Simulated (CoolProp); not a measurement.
Saturated liquid density (kg/m³) of R141b: the reference equation beside estimates from Tc = 204.4 °C, pc = 4.212 MPa, ω = 0.220. Rackett uses Z = 0.29056 − 0.08775 ω.

Model: reference Helmholtz-energy equation of state, Lemmon 2006, in CoolProp. It is a short technical equation, of lower accuracy than the large ones.

```csv
T (°C),reference,Rackett,Soave-Redlich-Kwong,Peng-Robinson
35.75,1213,1205,1113,1259
57.15,___,1161,1070,1211
78.65,1123,1115,___,1158
100.15,1072,1064,966.0,1096
121.55,___,1008,902.7,1025
143.05,952.9,944.8,___,939.0
164.55,876.2,868.5,736.6,832.9
185.95,___,765.0,614.8,689.6
```

Some entries are withheld; supply them.


- 57.15, reference: 1169
- 78.65, Soave-Redlich-Kwong: 1021
- 121.55, reference: 1017
- 143.05, Soave-Redlich-Kwong: 828.0
- 185.95, reference: 771.8

Absolute difference from the reference over all 8 rows, mean and median: Rackett 0.8 and 0.8 %, Soave-Redlich-Kwong 12.0 and 10.6 %, Peng-Robinson 3.8 and 3.4 %.
